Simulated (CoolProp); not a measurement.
Vapour-liquid equilibrium of ethane (1) + C2F6 (R116) (2) at 242.2 K; x and y are mole fractions of (1).

Model: multi-fluid Helmholtz-energy mixture model, Bücker 2006 and Lemmon 2006; pair parameters Bell 2016, in CoolProp.

**Question.** Give the bubble pressure and the first vapour's composition at x = 0.15, 0.85, 0.95. Is there an azeotrope?

**Answer.** x = 0.15: 0.9582 MPa, y = 0.299; x = 0.85: 1.211 MPa, y = 0.777; x = 0.95: 1.120 MPa, y = 0.896. y crosses x between x = 0.65 and 0.75: the model has an azeotrope there.

Pair parameters are fitted to limited data, so mixtures are less certain than the pure fluids.
